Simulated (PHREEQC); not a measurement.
Dissolve 2.8 mol KCl, 1.9 mol MgSO4 and 4.7 mol LiCl per kg of water at 34 °C. Closed to the air; pH follows from the charge balance.

Computed with PHREEQC (Pitzer model, pitzer.dat).

```
Property                   Result
-------------------  ------------
ionic strength       15.1 mol/kgw
activity of water           0.502
density               1.316 g/cm³
osmotic coefficient         2.033
```

| species | molality | activity | log γ |
|---|---|---|---|
| Cl- | 7.50 | 6.42 | -0.068 |
| Li+ | 4.70 | 192 | 1.611 |
| K+ | 2.80 | 8.91 | 0.503 |
| Mg+2 | 1.90 | 256 | 2.129 |
| SO4-2 | 1.90 | 0.00205 | -2.967 |
| MgOH+ | 2.89e-5 | 3.47e-5 | 0.080 |
| HSO4- | 2.89e-5 | 3.10e-6 | -0.969 |
| H+ | 6.83e-8 | 1.23e-5 | 2.255 |
| OH- | 3.46e-8 | 7.97e-10 | -1.637 |

Precipitation was switched off in this run. The solution is supersaturated, for example in Sylvite, Arcanite, so a real one may precipitate; this is no full list.
